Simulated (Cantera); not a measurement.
# Ignition delay

Mixture: 19.8 % CO, 7.70 % H2, 15.3 % O2, 57.3 % N2, equivalence ratio 0.90, at 1.38 atm, adiabatic and at constant pressure. Ignition delay is the time to a rise of 400 K.

Cantera simulation using GRI-Mech 3.0 (53 species, 325 reactions); the numbers are that mechanism's predictions, not measurements. Where the delays flatten at high temperature, the 400 K rule measures the pace of heat release, not the induction time.

```tsv
T0 (K)	delay (ms)
1250	0.0438
1300	0.0370
1350	0.0323
1400	0.0291
1450	0.0268
1500	0.0253
1550	0.0243
```
